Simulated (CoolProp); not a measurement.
The numbers come from the reference Helmholtz-energy equation of state, Schmidt 1985 in CoolProp. Above 300 K oxygen's equation is extrapolated.

Task: For oxygen, give the phase and the cp (kJ/(kg K)), speed of sound (m/s), Joule-Thomson coefficient (K/MPa), conductivity (mW/(m K)) at -106.75 °C and 0.101 MPa.

Result: 
- -106.75 °C and 0.101 MPa: gas; cp 0.917, speed of sound 245, Joule-Thomson coefficient 7.58, conductivity 15.3

Thermal conductivity comes from a separate model (Lemmon 2004).
